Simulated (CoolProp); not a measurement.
Octamethyltrisiloxane (MDM) along the isobar 1.01 bar: Z from the reference equation and from simpler models built on Tc = 292.2 °C, pc = 14.38 bar, ω = 0.528; each cubic takes its own stable root.

Computed with CoolProp (reference Helmholtz-energy equation of state, Thol 2017).

```csv
T (°C),phase,reference,van der Waals,Redlich-Kwong,Soave-Redlich-Kwong,Peng-Robinson
-66.85,liquid,0.01538,0.02744,0.01841,0.01790,___
-36.25,liquid,0.01385,0.02450,0.01645,___,0.01417
-5.65,liquid,0.01270,0.02231,0.01500,0.01436,0.01280
25.05,liquid,0.01182,0.02063,0.01392,0.01321,___
55.65,liquid,0.01114,0.9216,0.01312,0.01234,___
86.25,liquid,0.01063,___,0.01254,0.01169,___
116.95,liquid,0.01026,0.9479,___,0.01124,0.009953
147.55,liquid,0.01002,0.9565,0.9426,0.01100,0.009714
```

Task: Complete the blanks.

Result: 
- -66.85, Peng-Robinson: 0.01600
- -36.25, Soave-Redlich-Kwong: 0.01588
- 25.05, Peng-Robinson: 0.01176
- 55.65, Peng-Robinson: 0.01096
- 86.25, van der Waals: 0.9367
- 86.25, Peng-Robinson: 0.01037
- 116.95, Redlich-Kwong: 0.9286

At some of these states van der Waals, Redlich-Kwong gives the other phase, because its saturation line lies elsewhere.
